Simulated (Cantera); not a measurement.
Mixture: CO : H2 : CH4 : O2 : N2 = 1 : 1 : 0.066 : 0.666 : 2.5 (molar parts), equivalence ratio 1.7, at 9.87 atm, adiabatic and at constant volume. Ignition delay is the time to a rise of 400 K.

Computed with Cantera and GRI-Mech 3.0 (53 species, 325 reactions). Below about 1000 K GRI-Mech 3.0 lacks low-temperature oxidation paths. Below about 950 K walls govern HO2 and H2O2 in real vessels.

What does this change do: H2 1 to 0.7 parts?


| quantity | before | after |
|---|---|---|
| delay at 925 K | 19.8 ms | 20.1 ms |
| delay at 1025 K | 1.64 ms | 1.61 ms |
| delay at 1125 K | 0.165 ms | 0.164 ms |
| delay at 1225 K | 21.5 µs | 23.5 µs |
| delay at 1325 K | 6.30 µs | 7.07 µs |
| apparent activation energy between 1275 and 1375 K | 130 kJ/mol | 130 kJ/mol |

What does this change do: constant pressure in place of constant volume?


| quantity | before | after |
|---|---|---|
| delay at 925 K | 19.8 ms | 22.9 ms |
| delay at 1025 K | 1.64 ms | 1.84 ms |
| delay at 1125 K | 0.165 ms | 0.179 ms |
| delay at 1225 K | 21.5 µs | 22.9 µs |
| delay at 1325 K | 6.30 µs | 6.70 µs |
| apparent activation energy between 1275 and 1375 K | 130 kJ/mol | 130 kJ/mol |
